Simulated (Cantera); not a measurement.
Hydrocarbon pyrolysis for carbon deposition

An isothermal, constant-pressure homogeneous reactor starts with 1.43 % C2H4, 98.6 % H2, at 1475 K and 100000 Pa.

Detailed kinetics in Cantera: GRI-Mech 3.0 (53 species, 325 reactions). GRI-Mech 3.0 was tuned for natural gas; its chemistry of ethylene as a main component is partial and can be far from experiment. GRI-Mech 3.0 stops at C3 and has no aromatics, soot or wall deposition, so with more carbon than oxygen in the feed, carbon stays in small species such as C2H2 where larger ones or solid carbon would form.

```tsv
t (s)	x C2H4	x H2	x H	x CH4	x C2H	x C2H2	x CH3
5.00e-6	0.0143	0.986	2.96e-9	<1e-12	<1e-12	6.29e-7	<1e-12
1.35e-5	0.0143	0.986	8.16e-9	3.51e-12	<1e-12	1.70e-6	<1e-12
3.64e-5	0.0143	0.986	2.22e-8	5.56e-11	<1e-12	4.59e-6	4.84e-12
9.81e-5	0.0143	0.986	6.09e-8	9.56e-10	<1e-12	1.24e-5	3.18e-11
0.000265	0.0143	0.986	1.79e-7	1.76e-8	<1e-12	3.41e-5	2.24e-10
0.000714	0.0142	0.986	7.84e-7	3.81e-7	<1e-12	9.82e-5	1.99e-9
0.00193	0.0137	0.986	1.52e-5	2.14e-5	1.24e-11	0.000501	7.41e-8
0.00519	0.00828	0.985	5.73e-5	0.000975	5.02e-10	0.00537	1.45e-6
0.0140	0.00392	0.985	4.49e-5	0.00232	6.64e-10	0.00906	2.23e-6
0.0378	0.00307	0.984	3.64e-5	0.00392	5.44e-10	0.00913	2.98e-6
0.102	0.00270	0.982	2.92e-5	0.00687	3.85e-10	0.00806	4.16e-6
0.275	0.00209	0.980	2.20e-5	0.0119	2.25e-10	0.00622	5.42e-6
0.741	0.00125	0.976	1.66e-5	0.0188	1.01e-10	0.00370	6.44e-6
2.00	0.000492	0.973	1.36e-5	0.0250	3.24e-11	0.00144	7.07e-6
```
x: mole fraction; the columns are a selection and need not sum to one.

Equilibrium at this temperature and pressure: C2H4 0.000229, H2 0.972, H 1.29e-5, CH4 0.0272, C2H 1.38e-11, C2H2 0.000648, CH3 7.26e-6 (gas phase only).
